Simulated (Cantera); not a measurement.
What does this Cantera script print?

```python
import numpy as np
import cantera as ct

gas = ct.Solution("gri30.yaml")
gas.TPX = 1400, 500000, {'CO': 1, 'H2': 0.75, 'O2': 0.417, 'N2': 1.57, 'CO2': 0.25}
reactor = ct.IdealGasConstPressureReactor(gas, energy="on", clone=False)
net = ct.ReactorNet([reactor])
net.rtol, net.atol = 1e-08, 1e-16
show = ['CO', 'H2', 'O2', 'NO2', 'NO', 'HO2', 'CO2']
times = np.geomspace(4e-06, 7, 14)

steps = ct.SolutionArray(gas, extra=["t"])
rows = []
print(f"{'t/s':>10s}{'T/K':>9s}{'P/Pa':>11s}" + "".join(f"{s:>11s}" for s in show))
for t in times:
    while net.time < t:
        t_next = net.step()
        steps.append(gas.state, t=t_next)
    rows.append([np.interp(t, steps.t, y) for y in (steps.T, steps.P, *steps(*show).X.T)])
    print(f"{t:10.3e}{rows[-1][0]:9.1f}{rows[-1][1]:11.4g}" + "".join(f"{x:11.3e}" for x in rows[-1][2:]))
rate = np.gradient(steps.T, steps.t)
print("integrator steps:", len(steps.t))
if steps.T.max() > steps.T[0] + 200:
    print(f"time of steepest temperature rise: {steps.t[rate.argmax()]:.4e} s")
gas.TPX = 1400, 500000, {'CO': 1, 'H2': 0.75, 'O2': 0.417, 'N2': 1.57, 'CO2': 0.25}
gas.equilibrate("HP")
print(f"equilibrium (HP): T = {gas.T:.1f} K  " + "  ".join(f"{s} {gas[s].X[0]:.3e}" for s in show))
```

It prints:

```
       t/s      T/K       P/Pa         CO         H2         O2        NO2         NO        HO2        CO2
 4.000e-06   1405.5      5e+05  2.507e-01  1.857e-01  1.033e-01  6.585e-13  3.906e-10  1.479e-04  6.297e-02
 1.209e-05   2431.9      5e+05  2.210e-01  4.357e-02  7.732e-03  1.144e-08  6.051e-05  7.976e-06  1.176e-01
 3.652e-05   2687.9      5e+05  2.184e-01  4.045e-02  2.026e-03  1.966e-08  1.485e-04  1.794e-06  1.275e-01
 1.103e-04   2738.5      5e+05  2.177e-01  3.997e-02  1.008e-03  3.043e-08  2.793e-04  8.826e-07  1.296e-01
 3.334e-04   2738.2      5e+05  2.178e-01  4.005e-02  9.656e-04  6.318e-08  5.885e-04  8.456e-07  1.295e-01
 1.007e-03   2734.7      5e+05  2.181e-01  4.023e-02  9.301e-04  1.285e-07  1.216e-03  8.160e-07  1.292e-01
 3.044e-03   2732.4      5e+05  2.183e-01  4.034e-02  9.080e-04  1.694e-07  1.619e-03  7.975e-07  1.290e-01
 9.198e-03   2732.3      5e+05  2.183e-01  4.035e-02  9.071e-04  1.712e-07  1.637e-03  7.967e-07  1.289e-01
 2.779e-02   2732.3      5e+05  2.183e-01  4.035e-02  9.071e-04  1.712e-07  1.637e-03  7.967e-07  1.289e-01
 8.398e-02   2732.3      5e+05  2.183e-01  4.035e-02  9.071e-04  1.712e-07  1.637e-03  7.967e-07  1.289e-01
 2.537e-01   2732.3      5e+05  2.183e-01  4.035e-02  9.071e-04  1.712e-07  1.637e-03  7.967e-07  1.289e-01
 7.667e-01   2732.3      5e+05  2.183e-01  4.035e-02  9.071e-04  1.712e-07  1.637e-03  7.967e-07  1.289e-01
 2.317e+00   2732.3      5e+05  2.183e-01  4.035e-02  9.071e-04  1.712e-07  1.637e-03  7.967e-07  1.289e-01
 7.000e+00   2732.3      5e+05  2.183e-01  4.035e-02  9.071e-04  1.712e-07  1.637e-03  7.967e-07  1.289e-01
integrator steps: 1283
time of steepest temperature rise: 5.7351e-06 s
equilibrium (HP): T = 2732.3 K  CO 2.183e-01  H2 4.035e-02  O2 9.071e-04  NO2 1.712e-07  NO 1.637e-03  HO2 7.967e-07  CO2 1.289e-01
```

Model: GRI-Mech 3.0 (53 species, 325 reactions), integrated in Cantera. The hydrogen kinetics of GRI-Mech 3.0 are dated; newer H2 mechanisms differ, most at raised pressure.
